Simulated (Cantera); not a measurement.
An isothermal, constant-pressure homogeneous reactor starts with 11.5 % H2, 88.5 % O2, equivalence ratio 0.065, at 1025 K and 0.0133 bar.

Detailed kinetics in Cantera: the H2/O2 subset of GRI-Mech 3.0, which has no nitrogen chemistry. Radical loss at walls, strong at low pressure, is not modelled. The temperature is held fixed by assumption; the heat of reaction is taken as removed at once.

One state of this run: x H2 = 2.17e-6; x O2 = 0.878; x OH = 7.80e-5; x H2O2 = 5.41e-8; x H = 3.89e-7; x H2O = 0.122; x HO2 = 2.89e-7. x: mole fraction; the columns are a selection and need not sum to one.

Task: Which value of t (s) does it belong to?
(A) 0.421
(B) 0.0499
(C) 0.0172
(D) 0.00203

Result: A, 0.421
